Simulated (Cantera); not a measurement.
A perfectly stirred reactor is fed with CH3OH : O2 : N2 : H2 = 0.0021 : 0.0028 : 1 : 0.0084 (molar parts), at 1.01 bar; it is held at 1225 K, and followed from long to short residence time.

Detailed kinetics in Cantera: GRI-Mech 3.0 (53 species, 325 reactions). GRI-Mech 3.0 was tuned for natural gas; its chemistry of methanol as a main component is partial and can be far from experiment.

x: mole fraction; the columns are a selection and need not sum to one.

| τ (s) | x CH3OH | x O2 | x C2H6 | x NO | x OH |
|---|---|---|---|---|---|
| 0.93 | 8.29e-7 | 4.02e-5 | 1.14e-8 | … | 2.21e-7 |
| 0.41 | 1.34e-6 | 6.39e-5 | 1.94e-8 | … | 3.39e-7 |
| 0.18 | 2.13e-6 | 9.99e-5 | 3.04e-8 | … | 5.39e-7 |
| 0.079 | 3.40e-6 | 0.000154 | 4.40e-8 | … | 8.89e-7 |
| 0.035 | 5.45e-6 | 0.000235 | 5.94e-8 | … | 1.49e-6 |
| 0.015 | 9.26e-6 | 0.000369 | 7.79e-8 | 2.10e-7 | 2.56e-6 |
| 0.0067 | 1.68e-5 | 0.000584 | 1.01e-7 | 1.98e-7 | 4.15e-6 |

Complete the blanks.


- 0.93, x NO: 4.59e-8
- 0.41, x NO: 7.10e-8
- 0.18, x NO: 1.05e-7
- 0.079, x NO: 1.46e-7
- 0.035, x NO: 1.85e-7
